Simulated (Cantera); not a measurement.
Charge: 1 mol CaO, 2.9 mol O₂, 1.1 mol CO₂, at 37000 Pa.

These are equilibrium values from Cantera (NASA tables, ideal gas, pure condensed phases), not measurements of a reactor. Candidate condensed phases: C, Ca, CaCO₃, CaO; 15 gas species. Kinetics and transport are ignored.

log p: log10 of the partial pressure in bar; n: condensed amount in mol.

```tsv
T (K)	log p O₂	log p CO₂	log p O	log p CO	n CaCO₃(calcite)	n CaO(s)
625	-0.45	-1.91	<-12	<-12	1.00	0
700	-0.45	-1.91	<-12	<-12	1.00	0
775	-0.45	-1.91	<-12	<-12	1.00	0
850	-0.45	-1.91	[?]	<-12	1.00	0
925	-0.45	-1.91	[?]	<-12	1.00	0
1000	-0.50	-1.26	[?]	-11.23	0.595	0.405
1075	-0.57	-0.99	[?]	-9.89	0	1.00
1150	-0.57	-0.99	[?]	-9.00	0	1.00
1225	-0.57	-0.99	[?]	-8.21	0	1.00
```

Some entries are withheld; supply them.


- 850, log p O: -12.35
- 925, log p O: -11.10
- 1000, log p O: -10.05
- 1075, log p O: -9.17
- 1150, log p O: -8.37
- 1225, log p O: -7.66
